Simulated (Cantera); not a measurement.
A freely propagating, adiabatic, planar premixed flame of CO : H2 : O2 : N2 : CO2 = 1 : 0.55 : 1.05 : 2.83 : 0.024 (molar parts), equivalence ratio 0.74, unburnt at 300 K and 0.132 atm; mixture-averaged transport, grid criteria slope 0.08 and curve 0.16, no radiation.

Computed with Cantera and GRI-Mech 3.0 (53 species, 325 reactions). Burning velocities carry a grid error of a few per cent, more on coarse grids.

Q: Predict: laminar burning velocity; thermal thickness; peak x(O); peak x(H).

A: 
```
Item                         Value
------------------------  --------
laminar burning velocity  107 cm/s
thermal thickness          5.64 mm
peak x(O)                   0.0227
peak x(H)                   0.0323
```
